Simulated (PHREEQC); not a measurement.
Dissolve 57 mmol/kgw HF, 0.089 mmol/kgw NH4F and 3.9 mmol/kgw H2SO4 at 25 °C. Closed to the air; pH follows from the charge balance.

Model: ion-association model, phreeqc.dat, run in PHREEQC.

Precipitation was switched off in this run.

Q: What pH does the model give?

A: pH 2.01.

Q: In which forms is S present?

A: SO4-2 59 %, HSO4- 40 % of the S.
